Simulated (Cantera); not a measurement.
Feed: 1 mol SiC, 0.0045 mol H₂O, 4.3 mol N₂, at 1.40 bar.

Method: chemical equilibrium by Gibbs-energy minimisation in Cantera with the NASA 1993 tables (ideal gas, pure condensed phases). Candidate condensed phases: C, C₆H₆, C₇H₈, C₈H₁₈, H₂O, Si, SiC, SiO₂, Si₂N₂O, Si₃N₄; 151 gas species. N₂ is the only nitrogen source here; it is nearly inert below about 1500 K, so the nitride shown seldom forms there in practice. Mutual solubility and eutectic melting of coexisting phases are not modelled. Kinetics and transport are ignored.

Which condensed phases are stable at each of these points (T (K)): 1248, 1323, 1398, 1473, 1548, 1623, 1698, 1773, 1848, 1923, 1998?


```tsv
T (K)	condensed phases	Si condensed (%)
1248	C(graphite) + Si₂N₂O(s) + Si₃N₄(s)	100.0
1323	C(graphite) + Si₂N₂O(s) + Si₃N₄(s)	100.0
1398	C(graphite) + Si₂N₂O(s) + Si₃N₄(s)	100.0
1473	C(graphite) + Si₂N₂O(s) + Si₃N₄(s)	100.0
1548	C(graphite) + Si₂N₂O(s) + Si₃N₄(s)	100.0
1623	C(graphite) + Si₂N₂O(s) + Si₃N₄(s)	100.0
1698	C(graphite) + Si₃N₄(s)	100.0
1773	SiC(s) + Si₃N₄(s)	100.0
1848	SiC(s) + Si₃N₄(s)	100.0
1923	SiC(s) + Si₃N₄(s)	100.0
1998	SiC(s) + Si₃N₄(s)	99.9
```

From 1248 K to 1623 K the condensed part is C(graphite) + Si₂N₂O(s) + Si₃N₄(s). At 1698 K the condensed part is C(graphite) + Si₃N₄(s). From 1773 K to 1998 K the condensed part is SiC(s) + Si₃N₄(s).
